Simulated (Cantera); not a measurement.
# SiCl₄ + N₂ + H₂ (silicon nitride deposition)

A closed system holds: 1 mol SiCl₄, 23 mol N₂, a varied amount of H₂, held at 577 °C and 10.0 mbar.

These are equilibrium values from Cantera (NASA tables, ideal gas, pure condensed phases), not measurements of a reactor. Candidate condensed phases: NH₄Cl, Si, Si₃N₄; 28 gas species. N₂ is the only nitrogen source here; it is nearly inert below about 1500 K, so the nitride shown seldom forms there in practice. Rates play no part.

From 0.35 mol H₂ to 12 mol H₂ the condensed part is Si₃N₄(s). The main Si-bearing gas is SiCl₄ throughout. The share of Si in condensed phases is highest at 12 mol H₂ (98.8 %) and lowest at 0.35 mol H₂ (15.8 %).

| n(H₂) (mol) | x N₂ | x H₂ | x HCl | x SiCl₄ | x SiHCl₃ | x NH₃ | n Si₃N₄(s) |
|---|---|---|---|---|---|---|---|
| 0.35 | 0.938 | 0.00136 | 0.0260 | 0.0345 | 2.99e-6 | 8.98e-10 | 0.0528 |
| 0.47 | 0.932 | 0.00235 | 0.0336 | 0.0323 | 3.75e-6 | 2.04e-9 | 0.0687 |
| 0.64 | 0.923 | 0.00413 | 0.0435 | 0.0296 | 4.66e-6 | 4.73e-9 | 0.0896 |
| 0.85 | 0.912 | 0.00685 | 0.0544 | 0.0265 | 5.53e-6 | 1.01e-8 | 0.113 |
| 1.1 | 0.900 | 0.0107 | 0.0657 | 0.0232 | 6.28e-6 | 1.96e-8 | 0.138 |
| 1.5 | 0.882 | 0.0181 | 0.0807 | 0.0188 | 6.99e-6 | 4.24e-8 | 0.173 |
| 2.1 | 0.858 | 0.0311 | 0.0973 | 0.0137 | 7.26e-6 | 9.45e-8 | 0.213 |
| 2.8 | 0.832 | 0.0485 | 0.110 | 0.00944 | 6.90e-6 | 1.81e-7 | 0.248 |
| 3.7 | 0.802 | 0.0726 | 0.119 | 0.00593 | 5.99e-6 | 3.25e-7 | 0.278 |
| 5 | 0.764 | 0.109 | 0.124 | 0.00317 | 4.63e-6 | 5.82e-7 | 0.302 |
| 6.8 | 0.719 | 0.157 | 0.122 | 0.00151 | 3.23e-6 | 9.82e-7 | 0.318 |
| 9.1 | 0.669 | 0.214 | 0.117 | 0.000711 | 2.16e-6 | 1.50e-6 | 0.325 |
| 12 | 0.615 | 0.276 | 0.109 | 0.000339 | 1.43e-6 | 2.11e-6 | 0.329 |
x: gas mole fraction; n: condensed amount in mol.
